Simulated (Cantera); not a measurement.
Charge: 1 mol PbO, 0.59 mol CO, 5.7 mol N2, held at 2273 K and 7.70 bar.

Method: chemical equilibrium by Gibbs-energy minimisation in Cantera with the NASA 1993 tables (ideal gas, pure condensed phases). Candidate condensed phases: C, Pb, PbO, PbO2, Pb3O4; 27 gas species. Gases not in the tables: (PbO)n polymers. Equilibrium is a limit: real reactors are often held back by kinetics, nucleation or transport.

Base state: N2 0.779, Pb 0.0792, CO2 0.0745, PbO 0.0574, CO 0.00623, O2 0.00178, NO 0.00136, Pb2 0.000146 (mole fractions); condensed: gas only.

What changes in the equilibrium state with this change: pressure from 7.70 bar to 1.30 mbar?


```tsv
species	before	after
N2	0.779	0.734
Pb	0.0792	0.124
CO	0.00623	0.0456
PbO	0.0574	0.00505
O	6.44e-5	0.0214
O2	0.00178	0.0332
CO2	0.0745	0.0306
Pb2	0.000146	6.06e-8
NO	0.00136	0.00569
```
